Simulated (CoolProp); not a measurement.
Properties of m-xylene at several states.

Model: reference Helmholtz-energy equation of state, Zhou 2012, in CoolProp.

```
T (°C)  p (MPa)   phase  speed of sound (m/s)  Joule-Thomson coefficient (K/MPa)  isothermal compressibility (1/MPa)  viscosity (µPa s)  conductivity (mW/(m K))
------  -------  ------  --------------------  ---------------------------------  ----------------------------------  -----------------  -----------------------
57.05     0.415  liquid                  1194                            -0.4296                            0.001089                  …                        …
311.15     5.98  liquid                 387.4                             0.5713                             0.01591                  …                     77.4
309.55   0.0114     gas                     …                                  …                               87.84               12.5                        …
-11.15     2.15  liquid                  1490                            -0.5286                                   …                969                      139
```

Problem. Complete the blanks.

Solution. 
- 57.05, viscosity (µPa s): 418
- 57.05, conductivity (mW/(m K)): 122
- 311.15, viscosity (µPa s): 77.9
- 309.55, speed of sound (m/s): 217.4
- 309.55, Joule-Thomson coefficient (K/MPa): 8.664
- 309.55, conductivity (mW/(m K)): 38.4
- -11.15, isothermal compressibility (1/MPa): 0.0006646

Viscosity comes from a separate model (Cao 2016). Thermal conductivity comes from a separate model (Mylona 2014).
